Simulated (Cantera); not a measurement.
An adiabatic, constant-pressure homogeneous reactor starts with CH3OH : O2 : N2 = 1 : 0.882 : 3.32 (molar parts), at 1575 K and 1.01 bar. Integrator tolerance rtol = 1e-08.

Computed with Cantera and GRI-Mech 3.0 (53 species, 325 reactions). GRI-Mech 3.0 was tuned for natural gas; its chemistry of methanol as a main component is partial and can be far from experiment.

What does this change do: initial temperature 1575 to 1050 K?


```csv
quantity,before,after
time of steepest temperature rise,97.5 µs,0.146 s
temperature at 0.300 s,2695 K,2384 K
equilibrium temperature,2695 K,2384 K
x(CH3OH) at 0.300 s,<1e-12 (gas-phase equilibrium <1e-12),<1e-12 (gas-phase equilibrium <1e-12)
x(O2) at 0.300 s,0.00136 (gas-phase equilibrium 0.00136),7.64e-5 (gas-phase equilibrium 7.64e-5)
x(CO2) at 0.300 s,0.0432 (gas-phase equilibrium 0.0432),0.0491 (gas-phase equilibrium 0.0491)
x(HCO) at 0.300 s,1.99e-7 (gas-phase equilibrium 1.99e-7),8.08e-8 (gas-phase equilibrium 8.08e-8)
x(NO) at 0.300 s,0.00206 (gas-phase equilibrium 0.00206),0.000290 (gas-phase equilibrium 0.000290)
x(CH2O) at 0.300 s,3.80e-9 (gas-phase equilibrium 3.80e-9),3.78e-9 (gas-phase equilibrium 3.78e-9)
x(HO2) at 0.300 s,7.67e-7 (gas-phase equilibrium 7.67e-7),4.15e-8 (gas-phase equilibrium 4.15e-8)
```
